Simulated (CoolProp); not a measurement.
Saturation properties of hexamethyldisiloxane (MM).

Model: reference Helmholtz-energy equation of state, Thol 2016, in CoolProp.

```tsv
T (K)	p (kPa)	vapour density (kg/m³)	enthalpy of vaporisation (kJ/kg)	liquid cp (kJ/(kg K))	surface tension (mN/m)
298.6	5.704	0.3761	228.7	1.901	15.4
309.9	9.839	0.6276	223.5	1.931	14.4
321.2	16.18	1.001	218.4	1.961	13.4
332.5	25.53	1.536	213.1	1.993	12.4
343.8	38.82	2.279	207.7	2.026	11.5
355.2	57.32	3.291	202.1	2.059	10.5
366.5	81.91	4.617	196.4	2.093	9.62
377.8	114.1	6.334	190.5	2.129	8.72
389.1	155.3	8.525	184.3	2.165	7.84
400.4	207.1	11.29	177.8	2.203	6.98
411.7	271.2	14.74	170.9	2.242	6.15
423	349.3	19.02	163.6	2.285	5.33
```

It boils at 373.7 K under 1 atm.

Surface tension comes from a separate correlation (Mulero 2014), older than this fluid's equation and unchecked against measurements.
